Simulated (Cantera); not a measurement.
What does this Cantera script print?

```python
import numpy as np
import cantera as ct

gas_names = """
    CL CLO CL2 H HCL HOCL HO2 H2 H2O H2O2 O OH O2 O3 Si SiCL SiCL2 SiCL3 SiCL4 SiH SiHCL3 SiH2 SiH2CL2
    SiH3 SiH3CL SiH4 SiO SiO2 Si2 Si3
""".split()
cond_names = """
    H2O(s) H2O(L) Si(cr) Si(L) SiO2(Lqz) SiO2(hqz) SiO2(L)
""".split()


# ... load() reads the species with a 1 bar reference pressure and builds the phases ...
atoms = {
    'SiH2Cl2': {'Si': 1, 'H': 2, 'CL': 2},
    'O2': {'O': 2},
    'H2': {'H': 2},
}
top_T = {}  # K; cautious upper limits of use, not melting points


# ... equilibrate(T, P, feed) seeds the gas with the atoms and calls Mixture.equilibrate('TP', solver="vcs", rtol=1e-11, max_steps=5000) ...
results = []
feed = {'SiH2Cl2': 1, 'O2': 1.9, 'H2': 6.9}  # mol
T = 1575  # K
P = 12000  # Pa
mix = equilibrate(T, P, feed)
results.append((T, P, feed, dict(zip(mix.species_names, mix.species_moles))))
print(gas.report(threshold=0.0001))
for i in range(1, mix.n_phases):
    print(f"{mix.phase(i).name:16s} {mix.phase_moles(i):12.5e} mol")
```

It prints:

```
       temperature   1575 K
          pressure   12000 Pa
           density   0.011904 kg/m^3
  mean mol. weight   12.991 kg/kmol
   phase of matter   gas

                          1 kg             1 kmol
                     ---------------   ---------------
          enthalpy       -2.1494e+06       -2.7923e+07  J
   internal energy       -3.1575e+06       -4.1018e+07  J
           entropy             17998        2.3381e+05  J/K
    Gibbs function       -3.0497e+07       -3.9618e+08  J
 heat capacity c_p            2782.4             36145  J/K
 heat capacity c_v            2142.4             27831  J/K

                      mass frac. Y      mole frac. X     chem. pot. / RT
                     ---------------   ---------------   ---------------
               HCL           0.63055           0.22468           -36.213
                H2          0.088917           0.57297           -21.423
               H2O           0.28045           0.20223           -48.659
     [  +27 minor]        8.6917e-05        0.00012059

Si(cr)            0.00000e+00 mol
SiO2(hqz)         9.99997e-01 mol
```

Cantera equilibrium calculation (NASA polynomials, part measured and part estimated; ideal gas, pure solids and liquids). The tables hold silica as quartz up to 1696 K and as liquid above; real silica turns to tridymite and cristobalite and melts near 1996 K. Gases not in the tables: Si(OH)4.
